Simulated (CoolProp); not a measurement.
Saturation properties of fluoroethane (R161) (Tc = 102.1 °C, pc = 5.010 MPa, ω = 0.216).

The numbers come from the reference Helmholtz-energy equation of state, Wu 2012 in CoolProp.

```tsv
T (°C)	p (MPa)	liquid density (kg/m³)	vapour density (kg/m³)	liquid cp (kJ/(kg K))	surface tension (mN/m)
-53.75	0.04519	840.2	1.213	1.927	20.3
-42.25	0.08125	824.4	2.094	1.950	18.6
-30.75	0.1371	807.9	3.415	1.985	17.0
-19.25	0.2194	790.6	5.313	2.030	15.4
-7.75	0.3355	772.2	7.950	2.085	13.8
3.75	0.4934	752.4	11.52	2.149	12.2
15.25	0.7017	730.9	16.28	2.223	10.6
26.75	0.9694	707.3	22.53	2.309	9.05
38.25	1.306	681.0	30.70	2.410	7.53
49.75	1.722	651.4	41.43	2.535	6.04
61.25	2.228	617.6	55.73	2.710	4.59
72.75	2.837	577.9	75.46	3.006	3.18
```

It boils at -37.6 °C under 1 atm.

Surface tension comes from a separate correlation (Mulero 2012).
